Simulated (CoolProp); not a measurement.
Vapour-liquid equilibrium of n-perfluoropentane (1) + n-pentane (2) at 79.75 °C; x and y are mole fractions of (1).

The numbers come from the multi-fluid Helmholtz-energy mixture model, Gao 2022 and Thol 2019; pair parameters Bell 2016 in CoolProp.

```
x     bubble pressure, mixture model (MPa)  bubble pressure, Raoult's law (MPa)  y, mixture model  y, Raoult's law
----  ------------------------------------  -----------------------------------  ----------------  ---------------
0.05                                0.4556                               0.3712             0.212            0.064
0.15                                0.5520                               0.3820             0.378            0.186
0.25                                0.5914                               0.3927             0.443            0.301
0.35                                0.6086                               0.4034             0.479            0.411
0.45                                0.6169                               0.4142             0.509            0.514
0.55                                0.6194                               0.4249             0.543            0.613
0.65                                0.6141                               0.4357             0.589            0.706
0.75                                0.5968                               0.4464             0.655            0.795
0.85                                0.5626                               0.4571             0.752            0.880
0.95                                0.5082                               0.4679             0.899            0.961
```

The largest gap from Raoult's law is +50.9 % in bubble pressure, at x = 0.35. y crosses x between x = 0.45 and 0.55: the model has an azeotrope there.

Pair parameters are fitted to limited data, so mixtures are less certain than the pure fluids. With so large a gap from Raoult's law the liquid may split in two, which this calculation doesn't test in full.
